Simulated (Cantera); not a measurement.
A closed system holds: 1 mol Fe, 0.19 mol O2, 50 mol N2, 1.9 mol SO2, at 1850 K and 13300 Pa.

Cantera equilibrium calculation (NASA polynomials, part measured and part estimated; ideal gas, pure solids and liquids). Candidate condensed phases: Fe, FeO, FeS, FeSO4, FeS2, Fe2O3, Fe2(SO4)3, Fe3O4, S; 19 gas species. The tables' stoichiometric FeO is somewhat more stable than real wüstite, so its field is too wide. FeO: taken at fixed stoichiometry. Kinetics and transport are ignored.

Base state: N2 0.965, SO2 0.0291, SO 0.00325, S2 0.00207, S 0.000137, Fe 5.58e-5, S2O 4.69e-5 (mole fractions); condensed: FeO(l).

Problem. What changes in the equilibrium state with this change: 0.49 mol CH4 added?

Solution. 
| species | before | after |
|---|---|---|
| N2 | 0.965 | 0.944 |
| SO2 | 0.0291 | 0.0162 |
| H2O | 0 | 0.0119 |
| Fe | 5.58e-5 | 0.000104 |
| CO | 0 | 0.00623 |
| H2 | 0 | 0.00615 |
| CO2 | 0 | 0.00301 |
| FeO(l), mol | 0.997 | 0.994 |
Further candidate phases: C, C6H6, C7H8, C8H18, Fe(CO)5, Fe(OH)2, Fe(OH)3, H2O, H2SO4.
